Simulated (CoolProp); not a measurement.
A Linde-Hampson liquefier for normal hydrogen: isothermal reversible compression at 250 K from 1 atm to 10 MPa, throttling to 1 atm, return gas leaving the recuperator 0 K below the feed. Each further row changes one setting.

The numbers come from the reference Helmholtz-energy equation of state, Leachman 2009 in CoolProp.

```tsv
case	compression work (kJ/kg of gas)
as stated	4800
high pressure 20 MPa	5590
warm-end temperature 280 K	5370
warm-end gap 5 K	4800
```
